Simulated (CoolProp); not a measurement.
The numbers come from the reference Helmholtz-energy equation of state, Colonna 2008 in CoolProp. It is a short technical equation, of lower accuracy than the large ones.

Task: For dodecamethylcyclohexasiloxane (D6), give the phase and the density (kg/m³), cv (kJ/(kg K)), Joule-Thomson coefficient (K/MPa), isothermal compressibility (1/MPa) at 346.85 °C and 9.61 bar.

Result: 
- 346.85 °C and 9.61 bar: liquid; density 518, cv 1.98, Joule-Thomson coefficient 2.29, isothermal compressibility 0.118
